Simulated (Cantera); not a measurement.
A closed system holds: 1 mol C3H6, 53 mol H2, at 2348 K and 21.0 mbar.

Cantera equilibrium calculation (NASA polynomials, part measured and part estimated; ideal gas, pure solids and liquids). Candidate condensed phases: C, C6H6, C7H8, C8H18; 76 gas species. Kinetics and transport are ignored.

Base state: H2 0.914, H 0.0814, C2H2 (acetylene) 0.00499, C2H 2.26e-5, C4H2 1.12e-5 (mole fractions); condensed: C(graphite).

What changes in the equilibrium state with this change: temperature from 2348 K to 1648 K?


```json
[
 {"species": "H2", "before": "0.914", "after": "0.999"},
 {"species": "H", "before": "0.0814", "after": "0.000614"},
 {"species": "C2H2 (acetylene)", "before": "0.00499", "after": "4.47e-5"},
 {"species": "C2H", "before": "2.26e-5", "after": "<1e-9"},
 {"species": "C4H2", "before": "1.12e-5", "after": "<1e-9"},
 {"species": "CH4", "before": "3.42e-6", "after": "2.81e-5"},
 {"species": "C(graphite), mol", "before": "2.41", "after": "2.99"}
]
```
